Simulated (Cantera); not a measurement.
A jet of 7.63 % CH₄, 17.9 % O₂, 74.5 % N₂, equivalence ratio 0.85 at 300 K and 0.360 bar hits a platinum plate 3.1 cm away at a mass flux of 0.026 kg/m²/s; the plate temperature is set and raised in steps from an oxygen-covered start.

Computed with Cantera and Deutschmann's 1995 Pt surface mechanism with GRI-Mech 3.0 gas chemistry. Catalytic surfaces can have several steady states; this one follows from the mechanism file's or the stated starting coverage.

x: mole fraction at the wall; θ: surface coverage.

```
plate T (K)  wall x CH₄  wall x O₂  wall x H₂O  wall x OH  wall x CO  wall x CO₂  θ free Pt   θ O*    θ OH*
-----------  ----------  ---------  ----------  ---------  ---------  ----------  ---------  -----  -------
900              0.0356     0.0915      0.0766        [?]    1.17e-5      0.0505      0.148  0.848  0.00391
950              0.0191     0.0567       0.107        [?]    9.17e-6      0.0708      0.228  0.767  0.00445
1000             0.0110     0.0398       0.121        [?]    7.43e-6      0.0807      0.311  0.684  0.00435
1050            0.00716     0.0318       0.128        [?]    6.56e-6      0.0854      0.391  0.605  0.00398
1100            0.00510     0.0276       0.132        [?]    6.24e-6      0.0878      0.465  0.531  0.00354
1150            0.00388     0.0254       0.134        [?]    6.29e-6      0.0891      0.534  0.463  0.00310
1200            0.00311     0.0241       0.135        [?]    6.64e-6      0.0897      0.596  0.401  0.00269
1250            0.00258     0.0235       0.135        [?]    7.32e-6      0.0899      0.653  0.344  0.00232
```

What belongs in the gaps?


- 900, wall x OH: 3.38e-8
- 950, wall x OH: 9.75e-8
- 1000, wall x OH: 2.49e-7
- 1050, wall x OH: 5.73e-7
- 1100, wall x OH: 1.21e-6
- 1150, wall x OH: 2.37e-6
- 1200, wall x OH: 4.36e-6
- 1250, wall x OH: 7.61e-6
